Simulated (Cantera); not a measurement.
**Equilibrium for silicon etching in halogen gases: Si + Cl₂ + N₂**

Charge: 1 mol Si, 8.6 mol Cl₂, 61 mol N₂, at 825 °C and 3.40e-5 bar.

Cantera equilibrium calculation (NASA polynomials, part measured and part estimated; ideal gas, pure solids and liquids). Candidate condensed phases: Si, Si₃N₄; 13 gas species. Rates play no part.

The x(N₂) is 0.861. The x(Cl) comes out as 0.0630 and the x(Cl₂) is 0.0617. The x(SiCl₄) is 0.0141 and the gas amount is 70.83 mol. The log10 activity of Si(s) (absent) is -19.62.
